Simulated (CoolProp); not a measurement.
Properties of oxygen along the isobar 4100 kPa.

Computed with CoolProp (reference Helmholtz-energy equation of state, Schmidt 1985). Above 300 K oxygen's equation is extrapolated.

```tsv
T (K)	phase	density (kg/m³)
71.6	liquid	[?]
100.3	liquid	[?]
128.9	liquid	[?]
157.6	gas	[?]
186.2	gas	[?]
214.9	gas	[?]
243.5	gas	[?]
272.1	gas	[?]
300.8	gas	53.69
329.4	gas	48.54
358.1	gas	44.34
386.7	gas	40.86
```

Some entries are withheld; supply them.


- 71.6, density (kg/m³): 1236
- 100.3, density (kg/m³): 1100
- 128.9, density (kg/m³): 929.6
- 157.6, density (kg/m³): 150.5
- 186.2, density (kg/m³): 101.7
- 214.9, density (kg/m³): 81.37
- 243.5, density (kg/m³): 68.96
- 272.1, density (kg/m³): 60.26
